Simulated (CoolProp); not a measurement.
A single-stage vapour-compression cycle with R236EA: evaporating at 311.15 K (dew point), condensing at 368.15 K (bubble point), superheat 0 K, subcooling 5 K, compressor efficiency 0.85, no pressure losses. Each further row changes one setting.

Computed with CoolProp (reference Helmholtz-energy equation of state, Rui 2013).

```tsv
case	cooling COP	pressure ratio	discharge temperature (K)	refrigerating effect (kJ/kg)	volumetric capacity (kJ/m³)
as stated	___	4.46	368.1	78.2	1610
evaporating temperature 316.15 K	3.58	3.82	368.1	___	1960
condensing temperature 363.15 K	3.60	___	363.1	85.4	1760
subcooling 10 K	3.36	4.46	368.1	85.4	1760
superheat 10 K	3.22	4.46	368.1	87.5	1730
compressor efficiency 0.75	2.72	4.46	368.1	78.2	1610
```

Q: Some entries are withheld; supply them.

A: 
- as stated, cooling COP: 3.08
- evaporating temperature 316.15 K, refrigerating effect (kJ/kg): 81.7
- condensing temperature 363.15 K, pressure ratio: 3.99

The compression ends wet for: as stated; evaporating temperature 316.15 K; condensing temperature 363.15 K; subcooling 10 K; superheat 10 K; compressor efficiency 0.75.
